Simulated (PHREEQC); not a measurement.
PHREEQC input (ion-association model, wateq4f.dat):

```
SOLUTION_MASTER_SPECIES
  An  An-  0  An  62.0  # stands for a non-complexing anion
SOLUTION_SPECIES
  An- = An-
    -log_k 0
    -gamma 3.0 0
PHASES
  Fix_H+
    H+ = H+
    -log_k 0
SOLUTION 1
  temp 25
  units mmol/kgw
  pH 7 charge
  Cl 0.064
  Cu(2) 0.032
  Na 5
  An 5
END
SELECTED_OUTPUT 1
  -reset false
  -pH true
  -pe true
  -ionic_strength true
  -water true
  -totals Cl Cu Na Cu(1) Cu(2)
  -molalities Hfo_wOH Hfo_wOH2+ Hfo_wO- Hfo_sOH Hfo_sOH2+ Hfo_sO- Hfo_sOCu+ Hfo_wOCu+
  -saturation_indices Cu(OH)2 Atacamite Halite
USER_PUNCH 1
  -headings sigma psi
  10 PUNCH EDL("sigma", "Hfo"), EDL("psi", "Hfo")
PRINT
  -reset false
USE solution 1
SURFACE 1
  Hfo_wOH 0.000696629 600 0.31
  Hfo_sOH 1.74157e-05
EQUILIBRIUM_PHASES 1
  Fix_H+ -4 HAn 10
    -force_equality true
  O2(g) -0.68 10
END
# ... the last block is repeated for the other 12 points of pH, with NaOH or the acid as the point needs
```

Selected output (columns that matter, 9 of 13 rows; pH added in front):

```
pH	mu	Cu	Na	m_Hfo_wOH	m_Hfo_wOH2+	m_Hfo_wO-	m_Hfo_sOH	m_Hfo_sOH2+	m_Hfo_sO-	si_Cu(OH)2	si_Atacamite	si_Halite	sigma	psi
4	0.0053785	3.106e-05	0.005	0.00033512	0.00035408	7.266e-06	8.0075e-06	8.4605e-06	1.7362e-07	-5.2788	-8.8457	-8.145	0.18471	0.19321
5	0.0051512	1.7009e-05	0.005	0.00047492	0.00018956	2.7259e-05	5.025e-06	2.0056e-06	2.8842e-07	-3.5382	-6.3639	-8.1437	0.092864	0.15906
5.5	0.0050818	5.9868e-06	0.005	0.00050462	0.00013699	4.2585e-05	2.8276e-06	7.6759e-07	2.3862e-07	-2.9923	-5.7719	-8.1432	0.062744	0.13939
6	0.0050431	1.0596e-06	0.005	0.00051681	0.00010498	5.8282e-05	2.303e-06	4.6784e-07	2.5972e-07	-2.7523	-5.7918	-8.143	0.040387	0.11726
7	0.0050506	3.9468e-08	0.0050369	0.0005213	7.6512e-05	8.1368e-05	2.225e-06	3.2656e-07	3.4729e-07	-2.5922	-6.4717	-8.1399	0.014051	0.066454
8	0.0050633	2.7455e-08	0.0050616	0.00051941	6.5711e-05	9.4055e-05	2.2158e-06	2.8032e-07	4.0123e-07	-2.5259	-7.339	-8.1378	0.0018198	0.011114
8.5	0.0050701	2.8846e-08	0.0050728	0.00051801	6.1962e-05	9.9208e-05	2.2099e-06	2.6434e-07	4.2324e-07	-2.5004	-7.7881	-8.1369	-0.0028188	-0.017025
9	0.0050828	3.0876e-08	0.0050908	0.00051588	5.7785e-05	0.00010551	2.2011e-06	2.4654e-07	4.5016e-07	-2.4701	-8.2276	-8.1354	-0.0082787	-0.044915
10	0.0051991	3.9846e-08	0.005226	0.00050427	4.4758e-05	0.00013015	2.1523e-06	1.9104e-07	5.5552e-07	-2.3594	-9.0064	-8.1247	-0.02791	-0.098093
```

Complexes and solids missing from the database can't appear. The database's constant for dissolved Cu(OH)2 is higher than later reviews accept.
